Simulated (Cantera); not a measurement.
Charge: 1 mol Si, 1.1 mol Cl2, 5.9 mol H2, at 1100 K and 14000 Pa.

Equilibrium computed with Cantera from the NASA thermochemical tables; the gas is ideal and each condensed phase is pure. Candidate condensed phases: Si; 19 gas species. The tables' values for SiCl3 are old estimates; treat these amounts as uncertain. Rates play no part.

Base state: H2 0.881, SiCl4 0.0560, HCl 0.0347, SiHCl3 0.0210, SiCl3 0.00334, SiCl2 0.00278, SiH2Cl2 0.000944, SiH3Cl 1.13e-5 (mole fractions); condensed: Si(s).

### Question
What changes in the equilibrium state with this change: temperature from 1100 K to 673 K?

### Answer
```json
[
 {"species": "H2", "before": "0.881", "after": "0.907"},
 {"species": "SiCl4", "before": "0.0560", "after": "0.0644"},
 {"species": "SiHCl3", "before": "0.0210", "after": "0.0281"},
 {"species": "HCl", "before": "0.0347", "after": "0.000263"},
 {"species": "SiCl2", "before": "0.00278", "after": "4.85e-8"},
 {"species": "SiCl3", "before": "0.00334", "after": "2.59e-6"},
 {"species": "SiH3Cl", "before": "1.13e-5", "after": "4.24e-6"},
 {"species": "SiH2Cl2", "before": "0.000944", "after": "0.000753"},
 {"species": "Si(s), mol", "before": "0.455", "after": "0.403"}
]
```

### Question
What changes in the equilibrium state with this change: pressure from 14000 Pa to 36000 Pa?

### Answer
```csv
species,before,after
H2,0.881,0.885
SiCl4,0.0560,0.0550
HCl,0.0347,0.0273
SiHCl3,0.0210,0.0263
SiH3Cl,1.13e-5,2.29e-5
SiCl2,0.00278,0.00172
"Si(s), mol",0.455,0.437
```
